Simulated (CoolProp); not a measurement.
The fluoroketone C6F12O (FK-5-1-12) at 293.15 K and 0.0136 MPa is throttled through a valve to 0.00229 MPa with no heat exchange. Each further row changes one setting.

The numbers come from the reference Helmholtz-energy equation of state, McLinden 2015 in CoolProp.

```json
[
 {"case": "as stated", "temperature change (K)": "-0.3", "final density (kg/m³)": "0.298"},
 {"case": "outlet pressure 0.000687 MPa", "temperature change (K)": "-0.4", "final density (kg/m³)": "0.0892"},
 {"case": "outlet pressure 0.00298 MPa", "temperature change (K)": "-0.3", "final density (kg/m³)": "0.388"}
]
```
